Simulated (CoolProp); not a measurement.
Properties of nitrous oxide along the isotherm 56.15 °C.

Model: reference Helmholtz-energy equation of state, Lemmon 2006, in CoolProp. It is a short technical equation, of lower accuracy than the large ones.

```
p (bar)          phase  Joule-Thomson coefficient (K/MPa)  fugacity coefficient
-------  -------------  ---------------------------------  --------------------
7.76               gas                              8.722                0.9698
15.5               gas                              8.772                0.9401
23.3               gas                              8.815                0.9105
31                 gas                              8.847                0.8816
38.8               gas                              8.864                0.8527
46.6               gas                              8.859                0.8240
54.3               gas                              8.820                0.7958
62.1               gas                              8.728                0.7674
69.9               gas                              8.554                0.7391
77.6     supercritical                              8.245                0.7110
85.4     supercritical                              7.694                0.6824
93.1     supercritical                              6.745                0.6537
101      supercritical                              5.320                0.6240
109      supercritical                              3.963                0.5948
```
